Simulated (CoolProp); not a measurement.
Aqueous magnesium chloride as a coolant, 20 % by mass, freezing at -28.7 °C, 1 atm.

Computed with CoolProp (Melinder's fits for secondary coolants).

```tsv
T (°C)	viscosity (mPa s)	Prandtl number	conductivity (W/(m K))	cp (kJ/(kg K))
-24.7	12.6	79.4	[?]	2.987
-18.4	9.78	60.7	0.484	[?]
-12.2	7.70	47.1	0.494	3.021
-5.9	6.10	36.8	0.504	3.038
0.4	4.88	29.0	0.515	3.056
6.7	3.95	[?]	0.525	[?]
12.9	3.23	18.6	0.536	3.090
19.2	2.66	15.1	0.547	3.108
25.5	2.20	12.4	0.557	3.125
31.7	1.85	10.2	0.567	3.142
```

Some entries are withheld; supply them.


- -24.7, conductivity (W/(m K)): 0.474
- -18.4, cp (kJ/(kg K)): 3.004
- 6.7, Prandtl number: 23.1
- 6.7, cp (kJ/(kg K)): 3.073
